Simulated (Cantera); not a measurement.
An adiabatic, constant-pressure homogeneous reactor starts with 45.7 % H2, 11.4 % O2, 42.9 % N2, equivalence ratio 2.0, at 1748 K and 263 Torr.

Cantera simulation using the H2/O2 subset of GRI-Mech 3.0, which has no nitrogen chemistry; the numbers are that mechanism's predictions, not measurements.

One state of this run: T (K) = 2787; x H2 = 0.228; x O2 = 0.00119; x H2O = 0.224; x H2O2 = 5.60e-8; x H = 0.0636. x: mole fraction; the columns are a selection and need not sum to one.

Question: Which value of t (s) does it belong to?
A. 0.000120
B. 0.0351
C. 4.65e-5
D. 7.00e-6

Answer: B, 0.0351
